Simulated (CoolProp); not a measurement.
The numbers come from the reference Helmholtz-energy equation of state, Lemmon 2006 in CoolProp. It is a short technical equation, of lower accuracy than the large ones.

For C3F8 (R218), give the phase and the cp (kJ/(kg K)), cv (kJ/(kg K)) at 367.1 K and 101 kPa; 396.3 K and 101 kPa; 440 K and 101 kPa.


- 367.1 K and 101 kPa: gas; cp 0.890, cv 0.844
- 396.3 K and 101 kPa: gas; cp 0.926, cv 0.880
- 440 K and 101 kPa: gas; cp 0.974, cv 0.928
